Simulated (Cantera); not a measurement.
Charge: 1 mol CH2F2, held at 7.50 Torr.

Equilibrium computed with Cantera from the NASA thermochemical tables; the gas is ideal and each condensed phase is pure. Candidate condensed phases: C, C6H6, C7H8, C8H18; 95 gas species. The numbers say what is thermodynamically allowed, not how fast it happens.

x: gas mole fraction; n: condensed amount in mol.

```tsv
T (K)	x HF	x F	x H	x H2	x CF	x CF2	n C(graphite)
1848	1.000	[?]	4.15e-5	6.14e-5	2.93e-7	1.04e-5	1.000
1923	1.000	[?]	9.63e-5	0.000105	8.54e-7	1.55e-5	1.000
1998	0.999	[?]	0.000209	0.000170	2.30e-6	2.25e-5	1.000
2073	0.998	[?]	0.000427	0.000264	5.81e-6	3.20e-5	1.000
2148	0.997	[?]	0.000826	0.000393	1.38e-5	4.49e-5	1.000
2223	0.995	[?]	0.00152	0.000563	3.10e-5	6.21e-5	1.000
2298	0.992	[?]	0.00268	0.000781	6.64e-5	8.48e-5	1.000
2373	0.988	[?]	0.00453	0.00105	0.000136	0.000114	0.999
```

Q: Some entries are withheld; supply them.

A: 
- 1848, x F: 0.000143
- 1923, x F: 0.000273
- 1998, x F: 0.000502
- 2073, x F: 0.000885
- 2148, x F: 0.00151
- 2223, x F: 0.00250
- 2298, x F: 0.00401
- 2373, x F: 0.00628
